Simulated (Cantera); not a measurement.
What does this Cantera script print?

```python
import numpy as np
import cantera as ct

gas_names = """
    CL CL2 H HCL H2 Si SiCL SiCL2 SiCL3 SiCL4 SiH SiHCL3 SiH2 SiH2CL2 SiH3 SiH3CL SiH4 Si2 Si3
""".split()
cond_names = """
    Si(cr) Si(L)
""".split()


# ... load() reads the species with a 1 bar reference pressure and builds the phases ...
atoms = {
    'SiCl4': {'Si': 1, 'CL': 4},
    'H2': {'H': 2},
}
top_T = {}  # K; cautious upper limits of use, not melting points


# ... equilibrate(T, P, feed) seeds the gas with the atoms and calls Mixture.equilibrate('TP', solver="vcs", rtol=1e-11, max_steps=5000) ...
results = []
feed = {'SiCl4': 1, 'H2': 41}  # mol
P = 750  # Pa
for T in [1050, 1125, 1200, 1275, 1350, 1425, 1500]:
    mix = equilibrate(T, P, feed)
    results.append((T, P, feed, dict(zip(mix.species_names, mix.species_moles))))

top = {s: max(r[3][s] / sum(r[3][g] for g in gas_names) for r in results) for s in gas_names}
cols = sorted((s for s in top if top[s] > 1e-05), key=lambda s: -top[s])[:6]
seen = [c for c in cond_names if any(r[3].get(c, 0) > 1e-12 for r in results)]
print("log10 of partial pressures in bar; condensed amounts in mol")
print(f"{'T/K':>10s}" + "".join(f"{s[:9]:>10s}" for s in cols + seen))
for T, P, feed, n in results:
    ng = sum(n[g] for g in gas_names)
    print(f"{T:10.4g}" + "".join(f"{np.log10(max(n[s] / ng * P / 1e5, 1e-99)):10.3f}" for s in cols)
          + "".join(f"{n.get(c, 0):10.4g}" for c in seen))
```

Output:

```
log10 of partial pressures in bar; condensed amounts in mol
       T/K        H2       HCL     SiCL2     SiCL4    SiHCL3     SiCL3    Si(cr)
      1050    -2.148    -3.590    -4.761    -4.097    -4.639    -5.058    0.2669
      1125    -2.154    -3.429    -4.379    -4.373    -4.858    -4.921    0.3716
      1200    -2.158    -3.345    -4.158    -4.838    -5.217    -4.970    0.4224
      1275    -2.160    -3.317    -4.060    -5.438    -5.675    -5.156    0.4273
      1350    -2.160    -3.313    -4.016    -6.054    -6.144    -5.384     0.414
      1425    -2.161    -3.315    -3.990    -6.630    -6.582    -5.608    0.3962
      1500    -2.160    -3.320    -3.972    -7.156    -6.982    -5.815    0.3783
```

Cantera equilibrium calculation (NASA polynomials, part measured and part estimated; ideal gas, pure solids and liquids). The tables' values for SiCl3 are old estimates; treat these amounts as uncertain.
